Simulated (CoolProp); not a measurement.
Vapour-liquid equilibrium of CH2F2 (R32) (1) + fluoroethane (R161) (2) at 280 K; x and y are mole fractions of (1).

Values from CoolProp's multi-fluid Helmholtz-energy mixture model, Tillner-Roth 1997 and Wu 2012; pair parameters Bell 2016.

```
x     bubble pressure (bar)  y at the bubble point  dew pressure at overall composition x (bar)  liquid density (mol/L)
----  ---------------------  ---------------------  -------------------------------------------  ----------------------
0.05                    [?]                  0.093                                        5.601                   15.70
0.15                  6.295                  0.246                                        5.940                     [?]
0.25                  6.802                  0.372                                        6.309                   16.40
0.35                  7.277                  0.480                                        6.709                   16.78
0.45                    [?]                  0.577                                          [?]                   17.18
0.55                  8.165                  0.664                                        7.601                     [?]
0.65                  8.592                  0.746                                        8.092                   18.05
0.75                  9.015                  0.823                                        8.613                   18.52
0.85                  9.435                  0.897                                        9.166                   19.02
0.95                  9.857                  0.966                                        9.756                   19.55
```

Problem. What belongs in the gaps?

Solution. 
- 0.05, bubble pressure (bar): 5.741
- 0.15, liquid density (mol/L): 16.04
- 0.45, bubble pressure (bar): 7.728
- 0.45, dew pressure at overall composition x (bar): 7.139
- 0.55, liquid density (mol/L): 17.60

No azeotrope shows between x = 0.05 and 0.95.

Pair parameters are fitted to limited data, so mixtures are less certain than the pure fluids.
